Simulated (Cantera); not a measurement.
Input: 1 mol CH4, 0.78 mol H2O, 0.71 mol H2, equilibrated at 120 Torr.

Cantera equilibrium calculation (NASA polynomials, part measured and part estimated; ideal gas, pure solids and liquids). Candidate condensed phases: C, C6H6, C7H8, C8H18, H2O; 110 gas species. Kinetics and transport are ignored.

### Question
At 1073 K, list the 5 most abundant gas species with their mole fractions, and the condensed phases.

### Answer
H2 0.812, CO 0.180, CH4 0.00484, H2O 0.00303, CO2 0.000728. Condensed: C(graphite).
